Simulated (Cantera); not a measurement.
# Thermodynamics of silicon epitaxy and polysilicon growth, feed SiHCl₃ + HCl + N₂

Input: 1 mol SiHCl₃, 0.096 mol HCl, 68 mol N₂, equilibrated at 1823 K and 6.20 mbar.

Method: chemical equilibrium by Gibbs-energy minimisation in Cantera with the NASA 1993 tables (ideal gas, pure condensed phases). Candidate condensed phases: NH₄Cl, Si, Si₃N₄; 28 gas species. The tables' values for SiCl₃, SiCl are old estimates; treat these amounts as uncertain. Equilibrium is a limit: real reactors are often held back by kinetics, nucleation or transport.

- x(N₂): 0.969
- x(SiCl₂): 0.0140
- x(HCl): 0.0136
- x(Cl): 0.00187
- x(H₂): 0.000930
- x(SiCl₃): 0.000224
- x(H): 0.000168
- x(SiCl): 4.44e-5
- x(Si): 1.67e-5
- gas amount: 70.16 mol
- log10 activity of Si(l) (absent): -1.63
